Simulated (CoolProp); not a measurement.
Model: reference Helmholtz-energy equation of state, de Reuck 1993, in CoolProp.

**Question.** Give the vapour pressure (MPa), liquid density (kg/m³), enthalpy of vaporisation (kJ/kg) of saturated methanol at 356.1, 368.6 K.

**Answer.** 
```json
[
 {"T (K)": "356.1", "p (MPa)": "0.201", "liquid density (kg/m³)": "729", "enthalpy of vaporisation (kJ/kg)": "1060"},
 {"T (K)": "368.6", "p (MPa)": "0.306", "liquid density (kg/m³)": "716", "enthalpy of vaporisation (kJ/kg)": "1030"}
]
```
